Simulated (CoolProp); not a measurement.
The fluid at 298.15 K and 0.324 MPa is compressed adiabatically to 1.05 MPa with isentropic efficiency 0.75. The same conditions are run with several fluids, on thermodynamics alone (safety and materials aside).

Computed with CoolProp (reference Helmholtz-energy equation of state of each fluid (propylene: Lemmon 2013; R1132(E): Akasaka 2024; dimethyl ether: Wu 2011; nitrogen: Span 2000; ethane: Bücker 2006)).

```tsv
fluid	work (kJ/kg)	final temperature (K)	final density (kg/m³)
propylene	93.1	361.1	16.1
R1132(E)	62.5	366.2	23.5
dimethyl ether	83.3	360.4	18.1
nitrogen	165	456.3	7.72
ethane	137	374.0	10.6
```
